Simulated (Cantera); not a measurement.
An isothermal, constant-pressure homogeneous reactor starts with H₂ : O₂ = 0.045 : 1 (molar parts), equivalence ratio 0.022, at 1175 K and 20.0 Torr.

Computed with Cantera and GRI-Mech 3.0 (53 species, 325 reactions). Radical loss at walls, strong at low pressure, is not modelled. The temperature is held fixed by assumption; the heat of reaction is taken as removed at once.

x: mole fraction; the columns are a selection and need not sum to one.

```tsv
t (s)	x H₂	x O₂	x H	x HO₂	x O	x OH	x H₂O₂
0.000100	0.0431	0.957	3.11e-9	(withheld)	5.05e-9	3.70e-9	1.31e-12
0.000300	0.0431	0.957	3.52e-8	(withheld)	8.05e-8	5.22e-8	1.19e-11
0.000903	0.0429	0.957	3.20e-5	(withheld)	7.52e-5	4.81e-5	4.91e-10
0.00271	0.000774	0.927	0.00578	(withheld)	0.0255	0.00287	1.75e-7
0.00815	0.000399	0.938	0.00258	(withheld)	0.0157	0.00211	1.56e-7
0.0245	0.000133	0.950	0.000476	(withheld)	0.00512	0.00121	1.42e-7
0.0736	2.28e-5	0.955	3.43e-5	(withheld)	0.000887	0.000507	9.10e-8
0.221	3.13e-6	0.956	1.80e-6	(withheld)	0.000124	0.000191	3.85e-8
0.665	4.90e-7	0.956	1.16e-7	(withheld)	1.99e-5	7.65e-5	1.26e-8
2.00	9.74e-8	0.956	1.06e-8	(withheld)	4.03e-6	3.45e-5	3.84e-9
6.00	2.38e-8	0.956	1.30e-9	(withheld)	9.98e-7	1.72e-5	1.18e-9
```

Q: Fill in the missing entries.

A: 
- 0.000100, x HO₂: 4.70e-9
- 0.000300, x HO₂: 1.47e-8
- 0.000903, x HO₂: 6.77e-7
- 0.00271, x HO₂: 6.83e-6
- 0.00815, x HO₂: 5.81e-6
- 0.0245, x HO₂: 3.85e-6
- 0.0736, x HO₂: 1.54e-6
- 0.221, x HO₂: 3.93e-7
- 0.665, x HO₂: 8.56e-8
- 2.00, x HO₂: 2.10e-8
- 6.00, x HO₂: 7.63e-9
